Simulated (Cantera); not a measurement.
**Silicon etching in halogen gases: Si + Br₂ + N₂**

Feed: 1 mol Si, 0.87 mol Br₂, 13 mol N₂, at 210 Torr.

Cantera equilibrium calculation (NASA polynomials, part measured and part estimated; ideal gas, pure solids and liquids). Candidate condensed phases: Br₂, Si, Si₃N₄; 13 gas species. N₂ is the only nitrogen source here; it is nearly inert below about 1500 K, so the nitride shown seldom forms there in practice. The tables' values for SiBr₃ are old estimates; treat these amounts as uncertain. The numbers say what is thermodynamically allowed, not how fast it happens.

```csv
T (K),log p N₂,log p SiBr₄,log p SiBr₂,log p Br,log p SiBr₃,log p Br₂,n Si₃N₄(s)
850,-0.57,-2.03,-9.71,-7.03,-7.36,-7.78,0.188
950,-0.57,-2.03,-7.93,-6.04,-6.26,-7.05,0.188
1050,-0.57,-2.03,-6.49,-5.23,-5.38,-6.46,0.188
1150,-0.57,-2.03,-5.31,-4.56,-4.65,-5.98,0.188
1250,-0.57,-2.04,-4.33,-4.00,-4.04,-5.57,0.188
1350,-0.57,-2.05,-3.50,-3.52,-3.54,-5.23,0.186
1450,-0.57,-2.11,-2.81,-3.12,-3.14,-4.96,0.176
1550,-0.57,-2.29,-2.27,-2.81,-2.89,-4.79,0.147
```
log p: log10 of the partial pressure in bar; n: condensed amount in mol.

From 850 K to 1550 K the condensed part is Si₃N₄(s). The main Si-bearing gas is SiBr₄ at 850 K and SiBr₂ at 1550 K.
